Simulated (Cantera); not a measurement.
**Diamond growth**

A diamond (100) surface in a fixed gas of H2 with x(CH4) = 0.0077, x(CH3) = 0.00011, at 1025 K, 0.0130 bar; coverages are run to steady state.

Detailed kinetics in Cantera: the Harris–Goodwin 1993 mechanism for the reconstructed diamond (100) surface.

```
x(H)     growth (µm/h)  θ c6HH  θ c6H*  θ c6*H   θ c6**   θ c6HM
-------  -------------  ------  ------  ------  -------  -------
0.0001          0.0491   0.597  0.0178   0.341  0.00454   0.0266
0.00021          0.102   0.574  0.0188   0.359  0.00673   0.0280
0.00046          0.202   0.564  0.0194   0.370  0.00868   0.0264
0.00099          0.344   0.562  0.0198   0.378  0.00998   0.0216
0.0021           0.504   0.565  0.0201   0.383   0.0108   0.0151
0.0046           0.649   0.568  0.0203   0.388   0.0112  0.00896
0.0098           0.743   0.571  0.0205   0.391   0.0115  0.00483
0.021            0.797   0.572  0.0206   0.392   0.0116  0.00243
0.045            0.826   0.573  0.0207   0.393   0.0117  0.00117
```
θ: site fractions in the mechanism's names (c6HH fully hydrogenated, c6H* and c6*H radical sites, c6** diradical, c6HM methylated).
